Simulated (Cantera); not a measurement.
An isothermal, constant-pressure homogeneous reactor starts with CO : O₂ : H₂O : N₂ = 0.0094 : 0.009 : 0.00075 : 1 (molar parts), equivalence ratio 0.52, at 1400 K and 1.48 atm. Integrator tolerance rtol = 1e-08.

Detailed kinetics in Cantera: GRI-Mech 3.0 (53 species, 325 reactions).

Problem. What does this change do: O2 0.009 to 0.0014 parts?

Solution. 
```csv
quantity,before,after
x(CO) at 40.0 s,1.15e-7 (gas-phase equilibrium 1.15e-7),0.00618 (gas-phase equilibrium 0.00618)
x(O₂) at 40.0 s,0.00424 (gas-phase equilibrium 0.00418),<1e-12 (gas-phase equilibrium <1e-12)
x(H₂O) at 40.0 s,0.000739 (gas-phase equilibrium 0.000739),0.000388 (gas-phase equilibrium 0.000389)
x(NO) at 40.0 s,3.53e-6 (gas-phase equilibrium 0.000115),6.31e-7 (gas-phase equilibrium 7.26e-10)
x(CO₂) at 40.0 s,0.00927 (gas-phase equilibrium 0.00927),0.00313 (gas-phase equilibrium 0.00313)
x(O) at 40.0 s,5.06e-8 (gas-phase equilibrium 5.03e-8),1.04e-12 (gas-phase equilibrium <1e-12)
```
